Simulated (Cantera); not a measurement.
A closed system holds: 1 mol Cu₂O, 2.8 mol CH₄, 0.99 mol CO, at 0.230 bar.

Method: chemical equilibrium by Gibbs-energy minimisation in Cantera with the NASA 1993 tables (ideal gas, pure condensed phases). Candidate condensed phases: C, C₆H₆, C₇H₈, C₈H₁₈, Cu, CuO, Cu(OH)₂, Cu₂O, H₂O; 113 gas species. Kinetics and transport are ignored.

### Question
Which condensed phases are stable at each of these points (T (K)): 1925, 1975, 2025, 2075, 2125, 2175, 2225, 2275, 2325, 2375, 2425?

### Answer
| T (K) | condensed phases | Cu condensed (%) |
|---|---|---|
| 1925 | C(graphite) + Cu(l) | 96.5 |
| 1975 | C(graphite) + Cu(l) | 94.3 |
| 2025 | C(graphite) + Cu(l) | 90.7 |
| 2075 | C(graphite) + Cu(l) | 85.4 |
| 2125 | C(graphite) + Cu(l) | 77.2 |
| 2175 | C(graphite) + Cu(l) | 64.9 |
| 2225 | C(graphite) + Cu(l) | 46.1 |
| 2275 | C(graphite) + Cu(l) | 17.0 |
| 2325 | C(graphite) | 0.0 |
| 2375 | C(graphite) | 0.0 |
| 2425 | C(graphite) | 0.0 |

From 1925 K to 2275 K the condensed part is C(graphite) + Cu(l). From 2325 K to 2425 K the condensed part is C(graphite).
